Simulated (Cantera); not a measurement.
A perfectly stirred reactor is fed with 31.1 % H₂, 37.5 % O₂, 28.1 % N₂, 3.30 % H₂O, equivalence ratio 0.41, at 0.132 atm; it is held at 925 K, and followed from long to short residence time.

Cantera simulation using GRI-Mech 3.0 (53 species, 325 reactions); the numbers are that mechanism's predictions, not measurements. Radical loss at walls, strong at low pressure, is not modelled. Below about 950 K walls govern HO2 and H2O2 in real vessels. The temperature is held fixed by assumption; the heat of reaction is taken as removed at once.

x: mole fraction; the columns are a selection and need not sum to one.

```tsv
τ (s)	x H₂	x O₂	x H₂O₂	x HO₂	x H	x NO	x N₂O
21	0.00787	0.262	0.000168	[?]	4.47e-7	1.09e-10	2.63e-8
7.3	0.0150	0.265	0.000260	[?]	1.19e-6	9.47e-11	1.67e-8
2.5	0.0219	0.268	0.000251	[?]	3.24e-6	1.52e-10	1.21e-8
0.89	0.0243	0.269	0.000146	8.70e-5	8.86e-6	3.84e-10	1.07e-8
0.31	0.0258	0.269	6.55e-5	9.37e-5	2.52e-5	1.06e-9	9.91e-9
0.11	0.0299	0.271	2.97e-5	9.95e-5	7.02e-5	2.60e-9	8.49e-9
0.037	0.0383	0.274	1.39e-5	0.000106	0.000204	5.88e-9	6.51e-9
0.013	0.0519	0.279	7.46e-6	0.000111	0.000560	1.16e-8	4.61e-9
0.0045	0.0732	0.286	4.72e-6	0.000114	0.00152	2.10e-8	3.00e-9
```

Question: Fill in the missing entries.

Answer: 
- 21, x HO₂: 3.93e-5
- 7.3, x HO₂: 5.75e-5
- 2.5, x HO₂: 7.56e-5
